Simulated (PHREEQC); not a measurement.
Dissolve 0.0014 mol CdSO4, 0.00025 mol KCl and 0.00051 mol NiCl2 per kg of water at 25 °C. Closed to the air; pH follows from the charge balance.

Equilibrium calculation in PHREEQC: ion-association model, wateq4f.dat.

| quantity | before | after |
|---|---|---|
| pH | 6.42 | 6.54 |
| ionic strength (mol/kgw) | 0.00621 | 0.00493 |
| Cl- (mol/kgw) | 0.00118 | 0.000231 |
| SO4-2 (mol/kgw) | 0.00115 | 0.00118 |
| KSO4- (mol/kgw) | 1.44e-6 | 1.52e-6 |
| HSO4- (mol/kgw) | 3.31e-8 | 2.63e-8 |

Q: What was changed between the two runs?
A) CdSO4 replaced by CaSO4 at the same molality
B) NiCl2 left out
C) NiCl2 replaced by FeCl3 at the same molality
D) CdSO4 from 0.0014 to 0.0007 mol/kgw
E) CdSO4 from 0.0014 to 0.00028 mol/kgw

A: B, NiCl2 left out

This is a speciation only: nothing precipitates in the calculation.
